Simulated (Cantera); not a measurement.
Feed: 1 mol Fe2O3, 0.011 mol Cl2, 0.22 mol O2, held at 11000 Pa.

Cantera equilibrium calculation (NASA polynomials, part measured and part estimated; ideal gas, pure solids and liquids). Candidate condensed phases: Fe, FeCl2, FeCl3, FeO, Fe2O3, Fe3O4; 13 gas species. Rates play no part. All values below are at 1198 K.

Base state: O2 0.952, Cl2 0.0440, Cl 0.00293, FeCl3 0.00102, FeCl2 0.000468, ClO 3.74e-5 (mole fractions); condensed: Fe2O3(s).

Task: What changes in the equilibrium state with this change: Cl2 from 0.011 to 0.31 mol?

Result: 
| species | before | after |
|---|---|---|
| Cl2 | 0.0440 | 0.465 |
| O2 | 0.952 | 0.456 |
| FeCl3 | 0.00102 | 0.0607 |
| Fe2Cl6 | 1.55e-8 | 5.50e-5 |
| FeCl2 | 0.000468 | 0.00858 |
| Fe2O3(s), mol | 1.000 | 0.981 |
